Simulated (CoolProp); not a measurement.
Properties of methane at several states (Tc = 190.6 K, pc = 45.99 bar, ω = 0.011).

Computed with CoolProp (reference Helmholtz-energy equation of state, Setzmann 1991).

```json
[
 {"T (K)": "170.7", "p (bar)": "0.251", "phase": "gas", "Z": "0.9975", "cv (kJ/(kg K))": "…", "conductivity (mW/(m K))": "…", "Prandtl number": "0.772"},
 {"T (K)": "579.6", "p (bar)": "3.5", "phase": "gas", "Z": "1.000", "cv (kJ/(kg K))": "2.679", "conductivity (mW/(m K))": "84.7", "Prandtl number": "0.719"},
 {"T (K)": "608.9", "p (bar)": "0.268", "phase": "gas", "Z": "1.000", "cv (kJ/(kg K))": "…", "conductivity (mW/(m K))": "90.8", "Prandtl number": "…"},
 {"T (K)": "532.3", "p (bar)": "2.22", "phase": "gas", "Z": "1.000", "cv (kJ/(kg K))": "2.503", "conductivity (mW/(m K))": "75.0", "Prandtl number": "0.719"}
]
```

Problem. Complete the blanks.

Solution. 
- 170.7, cv (kJ/(kg K)): 1.562
- 170.7, conductivity (mW/(m K)): 18.2
- 608.9, cv (kJ/(kg K)): 2.786
- 608.9, Prandtl number: 0.717

Viscosity comes from a separate model (Quiñones-Cisneros 2006). Thermal conductivity comes from a separate model (Friend 1989).
